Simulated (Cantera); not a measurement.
**Silicon nitride deposition: SiH2Cl2 + N2**

Input: 1 mol SiH2Cl2, 24 mol N2, at 950 °C.

Cantera equilibrium calculation (NASA polynomials, part measured and part estimated; ideal gas, pure solids and liquids). Candidate condensed phases: NH4Cl, Si, Si3N4; 28 gas species. N2 is the only nitrogen source here; it is nearly inert below about 1500 K, so the nitride shown seldom forms there in practice. The tables' values for SiCl3 are old estimates; treat these amounts as uncertain. Kinetics and transport are ignored.

From 5.00 Pa to 1.00 bar the condensed part is Si3N4(s). The main Si-bearing gas is SiCl2 at 5.00 Pa and SiCl4 at 1.00 bar. The share of Si in condensed phases is highest at 7.10 mbar (87.1 %) and lowest at 5.00 Pa (75.0 %).

```tsv
P (Pa)	x N2	x HCl	x H2	x SiCl2	x SiCl4	n Si3N4(s)
5	0.922	0.0570	0.0107	0.00854	0.000527	0.250
17	0.923	0.0604	0.00913	0.00498	0.00138	0.272
59	0.924	0.0615	0.00866	0.00237	0.00249	0.285
210	0.925	0.0611	0.00892	0.000973	0.00348	0.290
710	0.925	0.0599	0.00954	0.000388	0.00422	0.290
2400	0.926	0.0584	0.0103	0.000151	0.00485	0.288
8400	0.926	0.0565	0.0113	5.62e-5	0.00544	0.285
29000	0.927	0.0545	0.0123	2.10e-5	0.00601	0.281
100000	0.928	0.0524	0.0133	7.84e-6	0.00657	0.277
```
x: gas mole fraction; n: condensed amount in mol.
